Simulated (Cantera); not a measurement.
A perfectly stirred reactor is fed with H2 : O2 : N2 = 1.2 : 1 : 7.4 (molar parts), at 1.00 bar; it is held at 1173 K, and followed from long to short residence time.

Detailed kinetics in Cantera: the H2/O2 subset of GRI-Mech 3.0, which has no nitrogen chemistry. The temperature is held fixed by assumption; the heat of reaction is taken as removed at once.

### Question
What does this change do: temperature 1173 to 1123 K?

### Answer
```json
[
 {"quantity": "x(H2) at τ = 1.30 s", "before": "0.000122", "after": "0.000300"},
 {"quantity": "x(O2) at τ = 1.30 s", "before": "0.0445", "after": "0.0446"},
 {"quantity": "x(H2O2) at τ = 1.30 s", "before": "3.09e-7", "after": "7.15e-7"},
 {"quantity": "x(H2O) at τ = 1.30 s", "before": "0.133", "after": "0.133"},
 {"quantity": "x(O) at τ = 1.30 s", "before": "4.64e-6", "after": "3.21e-6"},
 {"quantity": "x(H2) at τ = 58.0 ms", "before": "0.000891", "after": "0.00161"},
 {"quantity": "x(O2) at τ = 58.0 ms", "before": "0.0448", "after": "0.0452"},
 {"quantity": "x(H2O2) at τ = 58.0 ms", "before": "1.59e-6", "after": "2.84e-6"},
 {"quantity": "x(H2O) at τ = 58.0 ms", "before": "0.132", "after": "0.132"},
 {"quantity": "x(O) at τ = 58.0 ms", "before": "4.78e-5", "after": "3.64e-5"}
]
```
